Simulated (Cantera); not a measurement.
An adiabatic, constant-volume homogeneous reactor starts with 10.6 % CH₃OH, 18.7 % O₂, 70.6 % N₂, equivalence ratio 0.85, at 1350 K and 5.00 bar.

Cantera simulation using GRI-Mech 3.0 (53 species, 325 reactions); the numbers are that mechanism's predictions, not measurements. GRI-Mech 3.0 was tuned for natural gas; its chemistry of methanol as a main component is partial and can be far from experiment.

One state of this run: T (K) = 2910; P (bar) = 11.7; x CH₃OH = <1e-12; x O₂ = 0.0309; x C₂H = <1e-12; x N₂O = 2.57e-6; x C₂H₆ = <1e-12; x H₂O = 0.175. x: mole fraction; the columns are a selection and need not sum to one.

### Question
Which value of t (s) does it belong to?
A. 8.91e-5
B. 2.98e-5
C. 0.000794
D. 0.000266

### Answer
C, 0.000794
